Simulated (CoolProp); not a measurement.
A simple Rankine cycle with R124: condensing at 297.15 K, boiler at 1.39 MPa, turbine inlet 469 K, turbine efficiency 0.8, pump efficiency 0.8, no recuperator. Each further row changes one setting.

Values from CoolProp's reference Helmholtz-energy equation of state, de Vries 1995.

```csv
case,thermal efficiency (%),net work (kJ/kg),heat in (kJ/kg),turbine exit temperature (K),volume ratio over the turbine
as stated,9.1,26.5,289,433.6,3.65
condensing temperature 289.15 K,10.6,31.6,298,427.3,4.67
boiler pressure 0.973 MPa,6.8,20.0,292,443.7,2.55
turbine efficiency 0.7,8.0,23.0,289,437.3,3.68
```
